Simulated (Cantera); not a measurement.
What does this Cantera script print?

```python
import numpy as np
import cantera as ct

gas_names = [...]  # 123 gases of nasa_gas.yaml made of C, H, O, Si
cond_names = """
    C(gr) C6H6(L) C7H8(L) C8H18(L),n-octa H2O(s) H2O(L) Si(cr) Si(L) SiC(b) SiO2(Lqz) SiO2(hqz) SiO2(L)
""".split()


# ... load() reads the species with a 1 bar reference pressure and builds the phases ...
atoms = {
    'SiH4': {'Si': 1, 'H': 4},
    'CO2': {'C': 1, 'O': 2},
}
top_T = {'C(gr)': 4500, 'SiC(b)': 3050}  # K; cautious upper limits of use, not melting points


# ... equilibrate(T, P, feed) seeds the gas with the atoms and calls Mixture.equilibrate('TP', solver="vcs", rtol=1e-11, max_steps=5000) ...
results = []
T = 750  # K
P = 1000  # Pa
for m in [0.46, 0.8, 1.1, 1.5, 1.8, 2.2, 2.5, 2.9, 3.2]:
    feed = {'SiH4': 1, 'CO2': m}  # mol
    mix = equilibrate(T, P, feed)
    results.append((T, P, feed, dict(zip(mix.species_names, mix.species_moles))))

top = {s: max(r[3][s] / sum(r[3][g] for g in gas_names) for r in results) for s in gas_names}
cols = sorted((s for s in top if top[s] > 0.0001), key=lambda s: -top[s])[:8]
seen = [c for c in cond_names if any(r[3].get(c, 0) > 1e-12 for r in results)]
print("log10 of partial pressures in bar; condensed amounts in mol")
print(f"{'n(CO2)':>10s}" + "".join(f"{s[:9]:>10s}" for s in cols + seen))
for T, P, feed, n in results:
    ng = sum(n[g] for g in gas_names)
    print(f"{feed['CO2']:10.4g}" + "".join(f"{np.log10(max(n[s] / ng * P / 1e5, 1e-99)):10.3f}" for s in cols)
          + "".join(f"{n.get(c, 0):10.4g}" for c in seen))
```

It prints:

```
log10 of partial pressures in bar; condensed amounts in mol
    n(CO2)        H2       CO2        CO       H2O       CH4     C(gr)    Si(cr)    SiC(b) SiO2(Lqz)
      0.46    -2.000   -31.068   -19.248   -14.607    -8.178         0      0.08      0.46      0.46
       0.8    -2.013   -21.704   -12.225   -12.279    -3.522    0.5417         0       0.2       0.8
       1.1    -2.052    -3.995    -3.370    -3.463    -3.599    0.9398         0         0         1
       1.5    -2.166    -3.031    -2.888    -3.095    -3.828    0.9005         0         0         1
       1.8    -2.233    -2.820    -2.783    -3.057    -3.961    0.8574         0         0         1
       2.2    -2.308    -2.667    -2.706    -3.055    -4.111    0.7918         0         0         1
       2.5    -2.356    -2.595    -2.670    -3.068    -4.208     0.739         0         0         1
       2.9    -2.413    -2.527    -2.636    -3.091    -4.322    0.6657         0         0         1
       3.2    -2.451    -2.490    -2.618    -3.110    -4.399    0.6092         0         0         1
```

Cantera equilibrium calculation (NASA polynomials, part measured and part estimated; ideal gas, pure solids and liquids).
